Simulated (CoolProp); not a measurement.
Values from CoolProp's reference Helmholtz-energy equation of state, Wu 2012.

Problem. For fluoroethane (R161), give the phase and the density (kg/m³), cp (kJ/(kg K)), isothermal compressibility (1/MPa), fugacity coefficient at 112.45 °C and 4.61 MPa; 133.95 °C and 4.61 MPa.

Solution. 
- 112.45 °C and 4.61 MPa: gas; density 114, cp 3.13, isothermal compressibility 0.437, fugacity coefficient 0.715
- 133.95 °C and 4.61 MPa: gas; density 92.5, cp 2.33, isothermal compressibility 0.327, fugacity coefficient 0.765
